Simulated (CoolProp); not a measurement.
Values from CoolProp's reference Helmholtz-energy equation of state, Lemmon 2006. It is a short technical equation, of lower accuracy than the large ones.

Task: Give the vapour pressure (MPa), liquid density (kg/m³), liquid cp (kJ/(kg K)), surface tension (mN/m) of saturated carbon monoxide at -167.75 °C.

Result: 
| T (°C) | p (MPa) | liquid density (kg/m³) | liquid cp (kJ/(kg K)) | surface tension (mN/m) |
|---|---|---|---|---|
| -167.75 | 0.795 | 675 | 2.42 | 4.65 |

Surface tension comes from a separate correlation (Mulero 2012).
